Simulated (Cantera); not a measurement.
Charge: 1 mol SO₂, 5.1 mol O₂, at 2050 K and 100 Torr.

These are equilibrium values from Cantera (NASA tables, ideal gas, pure condensed phases), not measurements of a reactor. Candidate condensed phases: S; 10 gas species. Equilibrium is a limit: real reactors are often held back by kinetics, nucleation or transport.

Base state: O₂ 0.834, SO₂ 0.163, O 0.00243, SO₃ 0.000267, SO 0.000113 (mole fractions); condensed: gas only.

Problem. What changes in the equilibrium state with this change: O₂ from 5.1 to 0.085 mol?

Solution. 
```
species    before     after
-------  --------  --------
SO₂         0.163     0.918
O₂          0.834    0.0787
SO       0.000113   0.00207
O         0.00243  0.000748
SO₃      0.000267  0.000461
```
